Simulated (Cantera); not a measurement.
What does this Cantera script print?

```python
import numpy as np
import cantera as ct

gas_names = """
    B BF BF2 BF3 BH BHF2 BH2 BH3 BN B2 F F2 H HF H2 H2F2 H3F3 H4F4 H5F5 H6F6 H7F7 N NF NF2 NF3 NH NH2
    NH3 N2 N2H2 N2H4
""".split()
cond_names = """
    B(b) B(L) BN(s)
""".split()


# ... load() reads the species with a 1 bar reference pressure and builds the phases ...
atoms = {
    'BF3': {'B': 1, 'F': 3},
    'N2': {'N': 2},
    'H2': {'H': 2},
}
top_T = {'BN(s)': 3200}  # K; cautious upper limits of use, not melting points


# ... equilibrate(T, P, feed) seeds the gas with the atoms and calls Mixture.equilibrate('TP', solver="vcs", rtol=1e-11, max_steps=5000) ...
results = []
feed = {'BF3': 1, 'N2': 37, 'H2': 0.23}  # mol
P = 13332.2  # Pa
for T in [1250, 1350, 1450, 1550, 1650, 1750, 1850]:
    mix = equilibrate(T, P, feed)
    results.append((T, P, feed, dict(zip(mix.species_names, mix.species_moles))))

top = {s: max(r[3][s] / sum(r[3][g] for g in gas_names) for r in results) for s in gas_names}
cols = sorted((s for s in top if top[s] > 0.001), key=lambda s: -top[s])[:6]
seen = [c for c in cond_names if any(r[3].get(c, 0) > 1e-12 for r in results)]
print("log10 of partial pressures in bar; condensed amounts in mol")
print(f"{'T/K':>10s}" + "".join(f"{s[:9]:>10s}" for s in cols + seen))
for T, P, feed, n in results:
    ng = sum(n[g] for g in gas_names)
    print(f"{T:10.4g}" + "".join(f"{np.log10(max(n[s] / ng * P / 1e5, 1e-99)):10.3f}" for s in cols)
          + "".join(f"{n.get(c, 0):10.4g}" for c in seen))
```

It prints:

```
log10 of partial pressures in bar; condensed amounts in mol
       T/K        N2       BF3        H2        HF       BF2     BN(s)
      1250    -0.889    -2.466    -3.156    -3.688    -6.506   0.01945
      1350    -0.889    -2.468    -3.166    -3.627    -5.740   0.02214
      1450    -0.889    -2.470    -3.176    -3.576    -5.081   0.02414
      1550    -0.889    -2.473    -3.187    -3.532    -4.510   0.02425
      1650    -0.890    -2.481    -3.197    -3.496    -4.013   0.01916
      1750    -0.890    -2.498    -3.208    -3.469    -3.581  0.000591
      1850    -0.890    -2.521    -3.278    -3.284    -3.395         0
```

These are equilibrium values from Cantera (NASA tables, ideal gas, pure condensed phases), not measurements of a reactor. N2 is the only nitrogen source here; it is nearly inert below about 1500 K, so the nitride shown seldom forms there in practice. The tables' values for BF2 are old estimates; treat these amounts as uncertain.
